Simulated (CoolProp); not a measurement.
Saturated liquid density (kg/m³) of methane: the reference equation beside estimates from Tc = 190.6 K, pc = 4599 kPa, ω = 0.011.

The numbers come from the reference Helmholtz-energy equation of state, Setzmann 1991 in CoolProp.

```
T (K)  reference  van der Waals  Redlich-Kwong  Peng-Robinson
-----  ---------  -------------  -------------  -------------
130.9      392.6          268.8          390.7          437.0
135.2      385.3          263.6          381.4          427.1
139.6      377.6          258.0          371.5          416.5
143.9          ?          252.3              ?          405.5
148.2      361.5          246.3          350.4          393.7
152.5      352.8          239.9          339.0          381.2
156.8      343.6          233.2          326.8          367.8
161.1      333.7          226.0          313.8          353.3
165.5      322.8          218.0          299.5          337.1
169.8      311.1          209.4          284.2          319.7
174.1      297.9          200.0          267.2              ?
```

Q: Complete the blanks.

A: 
- 143.9, reference: 369.7
- 143.9, Redlich-Kwong: 361.2
- 174.1, Peng-Robinson: 300.4

Absolute difference from the reference over all 11 rows, mean and median: van der Waals 32.1 and 32.0 %, Redlich-Kwong 4.5 and 3.9 %, Peng-Robinson 7.3 and 8.0 %.
